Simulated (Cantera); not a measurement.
Charge: 1 mol Zr, 2.5 mol H2O, at 2.30e-5 bar.

These are equilibrium values from Cantera (NASA tables, ideal gas, pure condensed phases), not measurements of a reactor. Candidate condensed phases: H2O, Zr, ZrO2; 12 gas species. The numbers say what is thermodynamically allowed, not how fast it happens.

Problem. Which condensed phases are stable at each of these points (T (K)): 1800, 1900, 2000, 2100, 2200, 2300, 2400, 2500, 2600, 2700?

Solution. 
```
T (K)  condensed phases  Zr condensed (%)
-----  ----------------  ----------------
1800   ZrO2(tetragonal)             100.0
1900   ZrO2(tetragonal)             100.0
2000   ZrO2(tetragonal)             100.0
2100   ZrO2(tetragonal)             100.0
2200   ZrO2(tetragonal)             100.0
2300   ZrO2(tetragonal)              99.7
2400   ZrO2(tetragonal)              98.2
2500   ZrO2(tetragonal)              89.0
2600   ZrO2(tetragonal)              28.0
2700           gas only               0.0
```

From 1800 K to 2600 K the condensed part is ZrO2(tetragonal). At 2700 K nothing is condensed.
